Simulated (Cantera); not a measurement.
Input: 1 mol TiCl₄, 1.2 mol CH₄, equilibrated at 1450 K and 1.00 Torr.

Cantera equilibrium calculation (NASA polynomials, part measured and part estimated; ideal gas, pure solids and liquids). Candidate condensed phases: C, C₆H₆, C₇H₈, C₈H₁₈, Ti, TiC, TiCl₂, TiCl₃, TiCl₄; 96 gas species. The tables' values for TiCl₂ are old estimates; treat these amounts as uncertain. TiC: taken at fixed stoichiometry. Equilibrium is a limit: real reactors are often held back by kinetics, nucleation or transport.

Base state: HCl 0.716, H₂ 0.211, TiCl₃ 0.0577, TiCl₄ 0.0145, TiCl₂ 0.000361, Cl 0.000329, H 0.000119 (mole fractions); condensed: C(graphite) + TiC(s).

Problem. What changes in the equilibrium state with this change: CH₄ from 1.2 to 2.5 mol?

Solution. 
| species | before | after |
|---|---|---|
| HCl | 0.716 | 0.545 |
| H₂ | 0.211 | 0.445 |
| TiCl₃ | 0.0577 | 0.00827 |
| TiCl₄ | 0.0145 | 0.00109 |
| TiCl₂ | 0.000361 | 9.90e-5 |
| Cl | 0.000329 | 0.000172 |
| C(graphite), mol | 0.506 | 1.57 |
| TiC(s), mol | 0.694 | 0.934 |

Problem. What changes in the equilibrium state with this change: CH₄ from 1.2 to 4.7 mol?

Solution. 
| species | before | after |
|---|---|---|
| H₂ | 0.211 | 0.651 |
| HCl | 0.716 | 0.347 |
| TiCl₃ | 0.0577 | 0.00121 |
| TiCl₄ | 0.0145 | 8.36e-5 |
| TiCl₂ | 0.000361 | 2.75e-5 |
| Cl | 0.000329 | 9.07e-5 |
| H | 0.000119 | 0.000209 |
| C(graphite), mol | 0.506 | 3.71 |
| TiC(s), mol | 0.694 | 0.985 |
